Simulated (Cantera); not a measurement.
Silicon carbide growth: Si(CH₃)₄ + CH₄ + H₂

Feed: 1 mol Si(CH₃)₄, 2.8 mol CH₄, 1.8 mol H₂, held at 1600 °C and 7.10 mbar.

Cantera equilibrium calculation (NASA polynomials, part measured and part estimated; ideal gas, pure solids and liquids). Candidate condensed phases: C, C₆H₆, C₇H₈, C₈H₁₈, Si, SiC; 87 gas species. The numbers say what is thermodynamically allowed, not how fast it happens.

```json
{
 "x(H₂)": "0.992",
 "x(H)": "0.00764",
 "x(C₂H₂ (acetylene))": "0.000310",
 "x(Si)": "4.13e-5",
 "x(CH₄)": "4.26e-6",
 "x(SiH)": "3.23e-6",
 "x(SiH₂)": "1.62e-6",
 "n(C(graphite))": "5.79 mol",
 "n(SiC(s))": "0.999 mol",
 "gas_amount": "13.45 mol",
 "log10 activity of Si(l) (absent)": "-1.48"
}
```
